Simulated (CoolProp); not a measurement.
Methane along the isotherm -167.85 °C: density (kg/m³) from the reference equation and from simpler models built on Tc = -82.6 °C, pc = 4599 kPa, ω = 0.011; each cubic takes its own stable root.

The numbers come from the reference Helmholtz-energy equation of state, Setzmann 1991 in CoolProp.

| p (kPa) | phase | reference | van der Waals | Redlich-Kwong | Soave-Redlich-Kwong | Peng-Robinson |
|---|---|---|---|---|---|---|
| 460 | liquid | 431.8 | 296.3 | 438.2 | 431.6 | 486.6 |
| 920 | liquid | 432.2 | 296.9 | 438.6 | 432.1 | 487.1 |
| 1380 | liquid | 432.6 | 297.5 | 439.0 | 432.6 | 487.5 |
| 1840 | liquid | 433.0 | 298.0 | 439.4 | 433.0 | 488.0 |
| 2300 | liquid | 433.3 | 298.6 | 439.8 | 433.5 | 488.4 |
| 2760 | liquid | 433.7 | 299.1 | 440.2 | 433.9 | 488.8 |
| 3220 | liquid | 434.1 | 299.6 | 440.6 | 434.4 | 489.3 |
| 3680 | liquid | 434.4 | 300.1 | 440.9 | 434.8 | 489.7 |
| 4140 | liquid | 434.8 | 300.6 | 441.3 | 435.2 | 490.1 |
| 4600 | liquid | 435.2 | 301.1 | 441.7 | 435.6 | 490.5 |
| 5060 | liquid | 435.5 | 301.6 | 442.0 | 436.1 | 490.9 |
| 5520 | liquid | 435.9 | 302.1 | 442.4 | 436.5 | 491.3 |
| 5980 | liquid | 436.2 | 302.5 | 442.7 | 436.9 | 491.7 |
| 6440 | liquid | 436.6 | 303.0 | 443.1 | 437.3 | 492.1 |
| 6900 | liquid | 436.9 | 303.4 | 443.4 | 437.7 | 492.5 |
